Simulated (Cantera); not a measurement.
A perfectly stirred reactor is fed with 4.07 % CH4, 84.9 % H2, 11.0 % H, at 20.3 Torr; it is held at 2875 K, and followed from long to short residence time.

Model: GRI-Mech 3.0 (53 species, 325 reactions), integrated in Cantera. GRI-Mech 3.0 stops at C3 and has no aromatics, soot or wall deposition, so with more carbon than oxygen in the feed, carbon stays in small species such as C2H2 where larger ones or solid carbon would form. Radical loss at walls, strong at low pressure, is not modelled.

One state of this run: x CH4 = 0.00191; x H2 = 0.887; x H = 0.0899; x CH3 = 0.00306; x C2H6 = 7.83e-8; x C2H = 0.000240; x C2H2 = 0.0167. x: mole fraction; the columns are a selection and need not sum to one.

### Question
Which value of τ (s) does it belong to?
A) 0.042
B) 0.49
C) 0.0010
D) 0.012

### Answer
C, 0.0010
